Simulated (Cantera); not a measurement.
**Hydrocarbon pyrolysis for carbon deposition**

A perfectly stirred reactor is fed with 3.03 % C2H6, 97.0 % N2, at 0.257 atm; it is held at 1550 K, and followed from long to short residence time.

Computed with Cantera and GRI-Mech 3.0 (53 species, 325 reactions). GRI-Mech 3.0 stops at C3 and has no aromatics, soot or wall deposition, so with more carbon than oxygen in the feed, carbon stays in small species such as C2H2 where larger ones or solid carbon would form.

```tsv
τ (s)	x C2H6	x H2	x H	x CH2	x CH4
0.38	5.72e-5	0.0479	4.56e-5	8.97e-8	0.00599
0.14	0.000125	0.0466	5.95e-5	1.72e-7	0.00657
0.051	0.000278	0.0446	7.56e-5	3.24e-7	0.00731
0.019	0.000618	0.0416	9.20e-5	5.85e-7	0.00810
0.0069	0.00143	0.0369	0.000107	1.04e-6	0.00864
0.0025	0.00338	0.0302	0.000117	1.74e-6	0.00829
0.00093	0.00759	0.0217	0.000115	2.61e-6	0.00641
0.00034	0.0151	0.0125	9.98e-5	3.18e-6	0.00342
```
x: mole fraction; the columns are a selection and need not sum to one.
